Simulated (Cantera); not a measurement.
Cantera run:

```python
import numpy as np
import cantera as ct

gas_names = [...]  # 123 gases of nasa_gas.yaml made of C, H, O, Si
cond_names = """
    C(gr) C6H6(L) C7H8(L) C8H18(L),n-octa H2O(s) H2O(L) Si(cr) Si(L) SiC(b) SiO2(Lqz) SiO2(hqz) SiO2(L)
""".split()


# ... load() reads the species with a 1 bar reference pressure and builds the phases ...
atoms = {
    'TEOS': {'Si': 1, 'C': 8, 'H': 20, 'O': 4},
    'O2': {'O': 2},
    'H2': {'H': 2},
}
top_T = {'C(gr)': 4500, 'SiC(b)': 3050}  # K; cautious upper limits of use, not melting points


# ... equilibrate(T, P, feed) seeds the gas with the atoms and calls Mixture.equilibrate('TP', solver="vcs", rtol=1e-11, max_steps=5000) ...
results = []
feed = {'TEOS': 1, 'O2': 0.83, 'H2': 0.62}  # mol
P = 28  # Pa
for T in [500, 700, 900, 1100, 1300, 1500, 1700, 1900, 2100]:
    mix = equilibrate(T, P, feed)
    results.append((T, P, feed, dict(zip(mix.species_names, mix.species_moles))))

top = {s: max(r[3][s] / sum(r[3][g] for g in gas_names) for r in results) for s in gas_names}
cols = sorted((s for s in top if top[s] > 0.001), key=lambda s: -top[s])[:5]
seen = [c for c in cond_names if any(r[3].get(c, 0) > 1e-12 for r in results)]
print("log10 of partial pressures in bar; condensed amounts in mol")
print(f"{'T/K':>10s}" + "".join(f"{s[:9]:>10s}" for s in cols + seen))
for T, P, feed, n in results:
    ng = sum(n[g] for g in gas_names)
    print(f"{T:10.4g}" + "".join(f"{np.log10(max(n[s] / ng * P / 1e5, 1e-99)):10.3f}" for s in cols)
          + "".join(f"{n.get(c, 0):10.4g}" for c in seen))
```

It prints:

```
log10 of partial pressures in bar; condensed amounts in mol
       T/K        H2        CO       H2O       CH4         H     C(gr)    SiC(b) SiO2(Lqz) SiO2(hqz)
       500    -3.864    -6.855    -4.073    -4.331   -22.090     6.019         0         1         0
       700    -3.669    -4.297    -5.334    -6.409   -15.432     5.042         0         1         0
       900    -3.681    -4.145    -7.441    -7.869   -11.773     4.343         0         0         1
      1100    -3.681    -4.144    -8.874    -8.808    -9.428      4.34         0         0         1
      1300    -3.738    -4.012    -9.791    -9.581    -7.825     1.348    0.9958         0         0
      1500    -3.739    -4.013   -10.517   -10.068    -6.624     1.362    0.9889         0         0
      1700    -3.742    -4.015   -11.074   -10.445    -5.703     1.385    0.9763         0         0
      1900    -3.760    -4.024   -11.533   -10.771    -4.981     1.442    0.9292         0         0
      2100    -3.842    -4.066   -12.003   -11.165    -4.427      2.11    0.1519         0         0
```

Equilibrium computed with Cantera from the NASA thermochemical tables; the gas is ideal and each condensed phase is pure. The feed counts by its element totals alone.
